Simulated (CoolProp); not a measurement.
Saturation properties of n-perfluorohexane.

The numbers come from the reference Helmholtz-energy equation of state, Gao 2022 in CoolProp.

| T (°C) | p (MPa) | liquid density (kg/m³) | enthalpy of vaporisation (kJ/kg) | vapour Z |
|---|---|---|---|---|
| 77.15 | 0.1905 | 1512 | 78.49 | 0.9005 |
| 85.85 | 0.2441 | 1480 | 75.67 | 0.8806 |
| 94.45 | 0.3078 | 1448 | 72.73 | 0.8583 |
| 103.05 | 0.3833 | 1413 | 69.59 | 0.8331 |
| 111.65 | 0.4723 | 1376 | 66.22 | 0.8046 |
| 120.25 | 0.5761 | 1336 | 62.55 | 0.7725 |
| 128.85 | 0.6966 | 1292 | 58.52 | 0.7359 |
| 137.55 | 0.8374 | 1241 | 53.93 | 0.6933 |
| 146.15 | 0.9978 | 1183 | 48.68 | 0.6438 |

It boils at 57.1 °C under 1 atm.
